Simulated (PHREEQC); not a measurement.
Solution (25 °C): 0.02 mol/kgw LiOH, 2.6e-05 mol/kgw H4SiO4 and 0.0034 mol/kgw Na2CO3. Closed to the air; pH follows from the charge balance.

All values are PHREEQC results (ion-association model, phreeqc.dat), not measurements.

This is a speciation only: nothing precipitates in the calculation.

Problem. What pH, specific conductance does the model give?

Solution. pH 12.22; specific conductance 4890 µS/cm.

Problem. In which forms is Na present?

Solution. Na+ 97 %, NaCO3- 3.1 % of the Na.

Complexes and solids missing from the database can't appear.
